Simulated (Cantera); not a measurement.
Ignition delay

Mixture: 5.46 % CH₄, 0.927 % C₂H₆, 0.213 % C₃H₈, 16.0 % O₂, 75.3 % N₂, 2.07 % CO₂, at 255 Torr, adiabatic and at constant volume. Ignition delay is the time to a rise of 400 K.

Computed with Cantera and GRI-Mech 3.0 (53 species, 325 reactions).

| T0 (K) | delay (ms) |
|---|---|
| 1000 | 195 |
| 1100 | 26.5 |
| 1200 | 6.36 |
| 1300 | 2.04 |
| 1400 | 0.770 |
| 1500 | 0.338 |
| 1600 | 0.171 |
| 1700 | 0.0973 |
| 1800 | 0.0613 |

```
Property                                                Result
--------------------------------------------------  ----------
apparent activation energy between 1600 and 1800 K  120 kJ/mol
```
